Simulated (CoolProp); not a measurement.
n-undecane at several states: Z from the reference equation and from simpler models built on Tc = 365.7 °C, pc = 19.90 bar, ω = 0.539; each cubic takes its own stable root.

Model: reference Helmholtz-energy equation of state, Aleksandrov 2011, in CoolProp. It is a short technical equation, of lower accuracy than the large ones.

| T (°C) | p (bar) | phase | reference |
|---|---|---|---|
| 167.15 | 5.61 | liquid | 0.03829 |
| 169.95 | 11.8 | liquid | 0.08017 |
| -13.15 | 2.43 | liquid | 0.02294 |

**Question.** How far does each simpler model (van der Waals, Redlich-Kwong, Peng-Robinson) lie from the reference over these 3 states: mean and median of the absolute difference, and the worst?

**Answer.** 
- van der Waals: mean 85.7 %, median 84.6 %, worst +89.9 % at -13.15 °C and 2.43 bar
- Redlich-Kwong: mean 27.0 %, median 27.0 %, worst +27.5 % at -13.15 °C and 2.43 bar
- Peng-Robinson: mean 6.0 %, median 4.0 %, worst +10.0 % at -13.15 °C and 2.43 bar
